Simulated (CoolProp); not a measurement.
The numbers come from the reference Helmholtz-energy equation of state, Setzmann 1991 in CoolProp.

### Question
Give the vapour pressure (MPa), enthalpy of vaporisation (kJ/kg), vapour Z, surface tension (mN/m) of saturated methane at 143.2 K.

### Answer
| T (K) | p (MPa) | enthalpy of vaporisation (kJ/kg) | vapour Z | surface tension (mN/m) |
|---|---|---|---|---|
| 143.2 | 0.754 | 435 | 0.855 | 6.98 |

Surface tension comes from a separate correlation (Mulero 2012).
